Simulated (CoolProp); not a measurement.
The numbers come from the reference Helmholtz-energy equation of state, Thol 2015 in CoolProp.

**Question.** For octamethylcyclotetrasiloxane (D4), give the phase and the Z, Joule-Thomson coefficient (K/MPa), isothermal compressibility (1/MPa) at 620 K and 3.11 MPa.

**Answer.** 
- 620 K and 3.11 MPa: supercritical; Z 0.383, Joule-Thomson coefficient 2.76, isothermal compressibility 0.143
